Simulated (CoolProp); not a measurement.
A single-stage vapour-compression cycle with the fluid: evaporating at 254.15 K (dew point), condensing at 300.15 K (bubble point), superheat 5 K, subcooling 2 K, compressor efficiency 0.65, no pressure losses. The same conditions are run with several fluids, on thermodynamics alone (safety and materials aside).

Computed with CoolProp (reference Helmholtz-energy equation of state of each fluid (R152A: Outcalt 1996; R245fa: Akasaka 2015; R1233zd(E): Akasaka 2022; R227EA: Lemmon 2016; R410A: Lemmon 2003; R125: Lemmon 2005)). Blends and air are pseudo-pure fits.

```
fluid       cooling COP  pressure ratio  discharge temperature (K)  refrigerating effect (kJ/kg)  volumetric capacity (kJ/m³)
----------  -----------  --------------  -------------------------  ----------------------------  ---------------------------
R152A              3.03            5.02                      347.4                           255                         1030
R245fa                ?            7.72                      324.9                             ?                          212
R1233zd(E)         3.09            7.14                      330.8                           165                          197
R227EA             2.75            5.36                      306.9                          87.2                          648
R410A                 ?            4.21                      348.2                           180                         2790
R125               2.64            4.15                      318.8                             ?                         2040
```

### Question
Fill in the missing entries.

### Answer

- R245fa, cooling COP: 3.04
- R245fa, refrigerating effect (kJ/kg): 162
- R410A, cooling COP: 2.81
- R125, refrigerating effect (kJ/kg): 94.7
